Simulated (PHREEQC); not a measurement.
Dissolve 1.1 mmol/kgw NaOH and 17 mmol/kgw K3PO4 at 50 °C. Closed to the air; pH follows from the charge balance.

The numbers come from PHREEQC with the ion-association model, phreeqc.dat.

```tsv
quantity	before	after
pH	11.25	11.50
ionic strength (mol/kgw)	0.0790	0.454
HPO4-2 (mol/kgw)	0.0112	0.0241
PO4-3 (mol/kgw)	0.00538	0.0586
KHPO4- (mol/kgw)	0.000418	0.00231
H2PO4- (mol/kgw)	4.33e-7	3.27e-7
```

Question: Name the change that produced these shifts.
A) NaOH left out
B) NaOH replaced by NaH2PO4 at the same molality
C) K3PO4 from 0.017 to 0.085 mol/kgw
D) temperature from 50 to 75 °C

Answer: C, K3PO4 from 0.017 to 0.085 mol/kgw

Precipitation was switched off in this run. Away from 25 °C the constants follow the database's enthalpies or fits; those with neither stay at their 25 °C values.
